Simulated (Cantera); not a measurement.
**Moist CO burnout**

An isothermal, constant-pressure homogeneous reactor starts with CO : O2 : H2O : N2 = 0.03 : 0.092 : 0.00074 : 1 (molar parts), at 975 K and 3.90 bar.

Detailed kinetics in Cantera: GRI-Mech 3.0 (53 species, 325 reactions).

| t (s) | x CO | x O2 | x H2O | x O | x H2 | x NO |
|---|---|---|---|---|---|---|
| 2.00e-6 | 0.0267 | 0.0819 | 0.000659 | 1.01e-11 | <1e-12 | <1e-12 |
| 1.14e-5 | 0.0267 | 0.0819 | 0.000659 | 5.64e-11 | <1e-12 | <1e-12 |
| 6.45e-5 | 0.0267 | 0.0819 | 0.000659 | 2.87e-10 | <1e-12 | <1e-12 |
| 0.000367 | 0.0267 | 0.0819 | 0.000659 | 9.41e-10 | <1e-12 | <1e-12 |
| 0.00208 | 0.0267 | 0.0819 | 0.000659 | 1.20e-9 | <1e-12 | <1e-12 |
| 0.0118 | 0.0267 | 0.0819 | 0.000659 | 1.26e-9 | 1.02e-12 | <1e-12 |
| 0.0672 | 0.0267 | 0.0819 | 0.000659 | 1.70e-9 | 3.74e-11 | <1e-12 |
| 0.382 | 0.0267 | 0.0819 | 0.000659 | 6.99e-9 | 4.73e-9 | <1e-12 |
| 2.17 | 0.0249 | 0.0811 | 0.000659 | 1.93e-8 | 4.32e-7 | 1.33e-12 |
| 12.3 | 0.0152 | 0.0766 | 0.000662 | 1.95e-8 | 9.78e-7 | 5.27e-11 |
| 70.0 | 0.00131 | 0.0701 | 0.000667 | 7.80e-9 | 8.42e-8 | 4.88e-10 |
x: mole fraction; the columns are a selection and need not sum to one.

Equilibrium at this temperature and pressure: CO 1.33e-12, O2 0.0695, H2O 0.000668, O 9.69e-12, H2 <1e-12, NO 1.46e-5 (gas phase only).
